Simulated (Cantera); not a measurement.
Standard-state values (1 bar) from the NASA 1993 polynomials, evaluated with Cantera. Values are per mole of reaction as written; species without (g) are pure solids or liquids, kept so even where they would boil at 1 bar.

**Question.** Between 300 and 1873 K, where is each reaction favourable under standard conditions?
- 2 N(g) + 2 Cr2O3 → 3 O2(g) + 2 Cr2N

**Answer.** 
- 2 N(g) + 2 Cr2O3 → 3 O2(g) + 2 Cr2N: ΔG° is 990 kJ at 300 K and 599 kJ at 1873 K; it stays positive (K < 1). ΔH° is 1064 kJ and ΔS° 248 J/K at 1873 K.
